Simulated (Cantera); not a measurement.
Feed: 1 mol Si, 7 mol NF₃, 3.4 mol H₂, 6.3 mol HCl, held at 9.00 Pa.

These are equilibrium values from Cantera (NASA tables, ideal gas, pure condensed phases), not measurements of a reactor. Candidate condensed phases: NH₄Cl, Si, Si₃N₄; 49 gas species. Kinetics and transport are ignored.

x: gas mole fraction; nothing condenses.

| T (K) | x HF | x Cl | x N₂ | x F | x ClF | x Cl₂ | x SiF₄ |
|---|---|---|---|---|---|---|---|
| 1123 | 0.551 | 0.0466 | 0.147 | 0.0432 | 0.121 | 0.0488 | 0.0421 |
| 1173 | 0.536 | 0.0775 | 0.143 | 0.0656 | 0.0940 | 0.0431 | 0.0409 |
| 1223 | 0.518 | 0.116 | 0.138 | 0.0893 | 0.0649 | 0.0340 | 0.0395 |
| 1273 | 0.501 | 0.155 | 0.134 | 0.110 | 0.0393 | 0.0231 | 0.0382 |
| 1323 | 0.488 | 0.186 | 0.130 | 0.124 | 0.0211 | 0.0136 | 0.0372 |
| 1373 | 0.480 | 0.206 | 0.128 | 0.132 | (withheld) | (withheld) | 0.0366 |
| 1423 | 0.475 | 0.216 | 0.127 | 0.136 | 0.00514 | 0.00367 | 0.0363 |
| 1473 | 0.473 | 0.221 | 0.126 | 0.138 | 0.00254 | 0.00187 | 0.0361 |
| 1523 | 0.472 | 0.224 | 0.126 | 0.139 | (withheld) | (withheld) | 0.0361 |
| 1573 | 0.472 | 0.225 | 0.126 | 0.140 | 0.000676 | 0.000523 | 0.0360 |
| 1623 | 0.471 | 0.226 | 0.126 | 0.140 | 0.000368 | 0.000290 | 0.0360 |

Question: Some entries are withheld; supply them.

Answer: 
- 1373, x ClF: 0.0105
- 1373, x Cl₂: 0.00720
- 1523, x ClF: 0.00129
- 1523, x Cl₂: 0.000974
